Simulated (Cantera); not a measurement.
An isothermal, constant-pressure homogeneous reactor starts with 3.01 % CH₄, 97.0 % H₂, at 2550 K and 0.109 atm.

Model: GRI-Mech 3.0 (53 species, 325 reactions), integrated in Cantera. GRI-Mech 3.0 stops at C3 and has no aromatics, soot or wall deposition, so with more carbon than oxygen in the feed, carbon stays in small species such as C2H2 where larger ones or solid carbon would form.

x: mole fraction; the columns are a selection and need not sum to one.

```
t (s)        x CH₄   x H₂     x H     x C₂H    x CH₂  x C₂H₂     x CH₃
--------  --------  -----  ------  --------  -------  ------  --------
0.000700   0.00131  0.943  0.0413   4.54e-5  6.74e-5  0.0131   0.00102
0.00309   0.000104  0.929  0.0565   6.76e-5  1.12e-5  0.0140  0.000113
0.0136           ?  0.906       ?         ?  3.91e-6  0.0139         ?
0.0600     1.30e-5  0.896  0.0897  0.000110  3.77e-6  0.0138   2.29e-5
0.265      1.30e-5  0.896  0.0897  0.000110  3.77e-6  0.0138   2.29e-5
1.17       1.30e-5  0.896  0.0897  0.000110  3.77e-6  0.0138   2.29e-5
5.14       1.30e-5  0.896  0.0897  0.000110  3.77e-6  0.0138   2.29e-5
22.7       1.30e-5  0.896  0.0897  0.000110  3.77e-6  0.0138   2.29e-5
100        1.30e-5  0.896  0.0897  0.000110  3.77e-6  0.0138   2.29e-5
```

Task: Some entries are withheld; supply them.

Result: 
- 0.0136, x CH₄: 1.75e-5
- 0.0136, x H: 0.0795
- 0.0136, x C₂H: 9.68e-5
- 0.0136, x CH₃: 2.71e-5
